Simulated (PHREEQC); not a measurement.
0.013 g of hydrous ferric oxide (600 m²/g; 0.2 weak and 0.005 strong sites per Fe, Dzombak-Morel constants, diffuse double layer) in 1 kg of water with 0.1 mol/kgw of an inert sodium salt and 0.0041 mmol/kgw Na2SeO4, at 25 °C; the pH is set by adding NaOH or the inert anion's acid. Oxygen is held at 0.21 atm. The system is closed to CO2. Nothing may precipitate in this run.

The series has 17 steps of pH, from 3 to 11.

Computed with PHREEQC (ion-association model, wateq4f.dat).

Question: Near which pH is half of the Se sorbed, and on which side is more sorbed?

Answer: Near pH 4.5, with more sorbed at lower pH.

The oxide is taken as insoluble; below pH 4 it would dissolve.
